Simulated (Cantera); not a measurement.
**Thermodynamics of silicon etching in halogen gases, feed Si + HF + H₂**

Charge: 1 mol Si, 1.4 mol HF, 0.12 mol H₂, held at 1048.15 K and 1.00 bar.

Cantera equilibrium calculation (NASA polynomials, part measured and part estimated; ideal gas, pure solids and liquids). Candidate condensed phases: Si; 25 gas species. The tables' values for SiF₃ are old estimates; treat these amounts as uncertain. Rates play no part.

```json
{
 "x(H₂)": "0.689",
 "x(SiF₄)": "0.276",
 "x(SiHF₃)": "0.0332",
 "x(SiH₂F₂)": "0.00207",
 "x(SiF₃)": "0.000475",
 "x(SiH₃F)": "3.07e-5",
 "x(HF)": "2.62e-5",
 "x(SiF₂)": "1.44e-6",
 "n(Si(s))": "0.639 mol",
 "gas_amount": "1.159 mol"
}
```
